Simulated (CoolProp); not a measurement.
Saturation properties of R1224YDZ (Tc = 428.7 K, pc = 33.34 bar, ω = 0.325).

Values from CoolProp's reference Helmholtz-energy equation of state, Akasaka 2023.

```tsv
T (K)	p (bar)	liquid density (kg/m³)	enthalpy of vaporisation (kJ/kg)	vapour Z
281.2	0.7735	1405	172.7	0.9585
284.2	0.8730	1398	171.3	0.9552
287.3	0.9860	1389	169.8	0.9517
290.3	1.106	1381	…	0.9480
293.4	1.242	1373	166.8	0.9440
296.4	1.385	1365	…	0.9400
299.5	1.547	1356	…	0.9356
302.5	1.716	1348	162.3	0.9311
305.6	1.907	…	160.7	0.9263
308.6	2.106	1331	159.2	0.9214
311.7	2.328	1322	157.6	0.9162
314.7	2.559	1313	156.0	0.9108
317.8	2.817	1304	154.3	0.9050
320.8	3.084	1295	152.7	0.8992
```

Task: Fill in the missing entries.

Result: 
- 290.3, enthalpy of vaporisation (kJ/kg): 168.3
- 296.4, enthalpy of vaporisation (kJ/kg): 165.4
- 299.5, enthalpy of vaporisation (kJ/kg): 163.8
- 305.6, liquid density (kg/m³): 1339

It boils at 288.0 K under 1 atm.
